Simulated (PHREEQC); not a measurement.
2.3 g of hydrous ferric oxide (600 m²/g; 0.2 weak and 0.005 strong sites per Fe, Dzombak-Morel constants, diffuse double layer) in 1 kg of water with 0.005 mol/kgw of an inert sodium salt and 0.0003 mol/kgw NiCl2, at 25 °C; the pH is set by adding NaOH or the inert anion's acid. O2 is buffered at 0.21 atm. CO2 from the air is kept out. No solid was allowed to form.

The series has 13 steps of pH, from 3 to 11.

The numbers come from PHREEQC with the ion-association model, wateq4f.dat.

Problem. Near which pH is half of the Ni sorbed, and on which side is more sorbed?

Solution. Near pH 6.2, with more sorbed at higher pH.

The oxide is taken as insoluble; below pH 4 it would dissolve.
